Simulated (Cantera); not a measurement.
Charge: 1 mol Ca(OH)2, 2.6 mol H2O, 0.083 mol O2, equilibrated at 2150 K and 0.00920 bar.

Method: chemical equilibrium by Gibbs-energy minimisation in Cantera with the NASA 1993 tables (ideal gas, pure condensed phases). Candidate condensed phases: Ca, CaO, Ca(OH)2, H2O; 14 gas species. Equilibrium is a limit: real reactors are often held back by kinetics, nucleation or transport.

Problem. What is the equilibrium state?

Solution. 
```
Quantity                              Value
--------------------------------  ---------
x(H2O)                                0.886
x(H2)                                0.0403
x(O2)                                0.0360
x(OH)                                0.0250
x(H)                                0.00883
x(O)                                0.00386
x(Ca(OH)2)                         0.000267
x(CaOH)                             4.82e-5
x(Ca)                               5.19e-6
n(CaO(s))                         0.999 mol
gas amount                        3.817 mol
log10 activity of Ca(l) (absent)      -8.06
```
